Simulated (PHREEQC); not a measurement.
Solution (25 °C): 0.0085 mol NH4Cl, 0.011 mol Na2CO3 and 0.0019 mol TMAH per kg of water. Closed to the air; pH follows from the charge balance.

All values are PHREEQC results (ion-association model, phreeqc.dat), not measurements.

Precipitation was switched off in this run.

Q: Order these C species by the share of C that they hold, largest first: HCO3-, CO3-2, NaCO3-, NaHCO3.

A: HCO3- (49 %), CO3-2 (42 %), NaCO3- (8.9 %), NaHCO3 (0.42 %)

The pH is 10.06 and the ionic strength 0.0288 mol/kgw. Complexes and solids missing from the database can't appear. (CH3)4N+ isn't in the database: it is added as a free cation with an ion size of 4 Å.
